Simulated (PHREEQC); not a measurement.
Make-up at 55 °C: 36 mmol/kgw HNO3, 2.9 mmol/kgw FeCl3 and 120 mmol/kgw MnSO4. Closed to the air; pH follows from the charge balance.

Model: ion-association model, phreeqc.dat, run in PHREEQC.

Each row changes one thing in this solution. No solid was allowed to form.

```csv
case,pH,ionic strength (mol/kgw),SO4-2 (mol/kgw),HSO4- (mol/kgw)
as made,2.05,0.254,0.0394,0.0245
MnSO4 replaced by KHSO4 at the same molality,1.27,0.207,0.0221,…
FeCl3 left out,2.06,0.248,0.0406,0.0248
diluted 5-fold with water,2.51,0.0606,…,…
temperature from 55 to 10 °C,1.87,0.313,0.0570,0.0188
HNO3 from 0.036 to 0.0072 mol/kgw,2.79,0.227,0.0492,0.00569
```

### Question
Complete the blanks.

### Answer

- MnSO4 replaced by KHSO4 at the same molality, HSO4- (mol/kgw): 0.0876
- diluted 5-fold with water, SO4-2 (mol/kgw): 0.0110
- diluted 5-fold with water, HSO4- (mol/kgw): 0.00359

Complexes and solids missing from the database can't appear. Some of these states are supersaturated (in Hematite (slow to form), Goethite (slow to form), for instance). Constants without temperature data keep their 25 °C values here.
